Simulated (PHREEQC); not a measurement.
PHREEQC input (ion-association model, wateq4f.dat):

```
SOLUTION_MASTER_SPECIES
  An  An-  0  An  62.0  # stands for a non-complexing anion
SOLUTION_SPECIES
  An- = An-
    -log_k 0
    -gamma 3.0 0
PHASES
  Fix_H+
    H+ = H+
    -log_k 0
SOLUTION 1
  temp 25
  units mmol/kgw
  pH 7 charge
  S(6) 0.00071
  Ag 0.00142
  Na 10
  An 10
END
SELECTED_OUTPUT 1
  -reset false
  -pH true
  -pe true
  -ionic_strength true
  -water true
  -totals Ag Na S S(-2) S(6)
  -molalities Hfo_wOH Hfo_wOH2+ Hfo_wO- Hfo_sOH Hfo_sOH2+ Hfo_sO- Hfo_wSO4- Hfo_wOHSO4-2 Hfo_sOAg Hfo_wOAg
  -saturation_indices Ag2O Ag2SO4 Mirabilite
USER_PUNCH 1
  -headings sigma psi
  10 PUNCH EDL("sigma", "Hfo"), EDL("psi", "Hfo")
PRINT
  -reset false
USE solution 1
SURFACE 1
  Hfo_wOH 0.000208989 600 0.093
  Hfo_sOH 5.22472e-06
EQUILIBRIUM_PHASES 1
  Fix_H+ -3 HAn 10
    -force_equality true
  O2(g) -0.68 10
END
# ... the last block is repeated for the other 12 points of pH, with NaOH or the acid as the point needs
```

Selected output (columns that matter, 13 of 13 rows; pH added in front):

```
pH	mu	Ag	Na	S	m_Hfo_wOH	m_Hfo_wOH2+	m_Hfo_wO-	m_Hfo_sOH	m_Hfo_sOH2+	m_Hfo_sO-	si_Ag2O	si_Mirabilite	sigma	psi
3	0.011194	1.42e-06	0.01	2.2725e-10	2.5342e-05	0.00018286	8.0459e-08	6.3571e-07	4.587e-06	2.0183e-09	-18.37	-12.851	0.32251	0.20301
3.5	0.010427	1.4199e-06	0.01	3.2503e-10	5.2444e-05	0.00015543	4.0538e-07	1.3155e-06	3.8989e-06	1.0169e-08	-17.367	-12.668	0.27308	0.19629
4	0.010173	1.4195e-06	0.01	7.1158e-10	8.3501e-05	0.00012349	1.2935e-06	2.0944e-06	3.0973e-06	3.2445e-08	-16.366	-12.319	0.21467	0.18457
4.5	0.010082	1.4178e-06	0.01	2.1073e-09	0.00011134	9.3915e-05	3.024e-06	2.7919e-06	2.3549e-06	7.5827e-08	-15.367	-11.844	0.15903	0.16942
5	0.010045	1.4119e-06	0.01	7.8274e-09	0.00013229	7.0292e-05	5.7037e-06	3.3133e-06	1.7605e-06	1.4285e-07	-14.37	-11.273	0.11232	0.15171
5.5	0.010027	1.3922e-06	0.01	3.4409e-08	0.00014593	5.3219e-05	9.1665e-06	3.6407e-06	1.3278e-06	2.2869e-07	-13.383	-10.63	0.075924	0.1318
6	0.010017	1.3323e-06	0.01	1.5461e-07	0.00015374	4.1704e-05	1.2984e-05	3.7899e-06	1.028e-06	3.2007e-07	-12.421	-9.977	0.049083	0.10983
6.5	0.010011	1.1764e-06	0.01	4.5405e-07	0.00015784	3.4214e-05	1.6681e-05	3.7686e-06	8.1691e-07	3.9828e-07	-11.529	-9.5091	0.030202	0.086013
7	0.010007	8.7521e-07	0.01	6.5928e-07	0.00015962	2.9575e-05	1.9736e-05	3.5802e-06	6.6334e-07	4.4267e-07	-10.786	-9.3471	0.017227	0.060468
7.5	0.010004	5.0305e-07	0.01	7.0334e-07	0.00016024	2.6705e-05	2.2027e-05	3.312e-06	5.5197e-07	4.5528e-07	-10.267	-9.3189	0.008235	0.033611
8	0.010003	2.2171e-07	0.010001	7.0922e-07	0.00016041	2.4678e-05	2.3886e-05	3.1031e-06	4.7739e-07	4.6207e-07	-9.9783	-9.3152	0.0013935	0.0060881
8.5	0.010007	8.1118e-08	0.010008	7.0991e-07	0.00016035	2.2874e-05	2.575e-05	2.9959e-06	4.2737e-07	4.8112e-07	-9.8519	-9.3143	-0.0050676	-0.021549
9	0.010017	2.7126e-08	0.01002	7.0999e-07	0.00015999	2.0829e-05	2.8152e-05	2.9487e-06	3.8389e-07	5.1887e-07	-9.8039	-9.3133	-0.012898	-0.048778
```

The oxide is taken as insoluble; below pH 4 it would dissolve.
